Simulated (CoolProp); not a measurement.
Vapour pressure (kPa) of R236FA: the reference equation beside estimates from Tc = 398.1 K, pc = 3191 kPa, ω = 0.377.

The numbers come from the reference Helmholtz-energy equation of state, Pan 2012 in CoolProp.

| T (K) | reference | Lee-Kesler | van der Waals | Soave-Redlich-Kwong |
|---|---|---|---|---|
| 315.4 | 466.8 | 469.3 | 1170 | 471.3 |
| 320.3 | 537.8 | 540.8 | 1256 | 543.8 |
| 325.3 | 618.4 | 621.8 | 1349 | 626.1 |
| 330.2 | 706.0 | 709.7 | 1443 | 715.7 |
| 335.2 | 804.7 | 808.6 | 1544 | 816.6 |
| 340.1 | 911.1 | 915.3 | 1647 | 925.6 |
| 345 | 1028 | 1032 | 1754 | 1045 |
| 350 | 1158 | 1163 | 1867 | 1178 |
| 354.9 | 1298 | 1302 | 1983 | 1321 |
| 359.8 | 1451 | 1455 | 2103 | 1476 |
| 364.8 | 1620 | 1624 | 2229 | 1648 |
| 369.7 | 1800 | 1804 | 2358 | 1830 |
| 374.7 | 1999 | 2004 | 2494 | 2031 |
| 379.6 | 2212 | 2216 | 2631 | 2243 |

Absolute difference from the reference over all 14 rows, mean and median: Lee-Kesler 0.4 and 0.4 %, van der Waals 72.9 and 65.9 %, Soave-Redlich-Kwong 1.5 and 1.6 %.
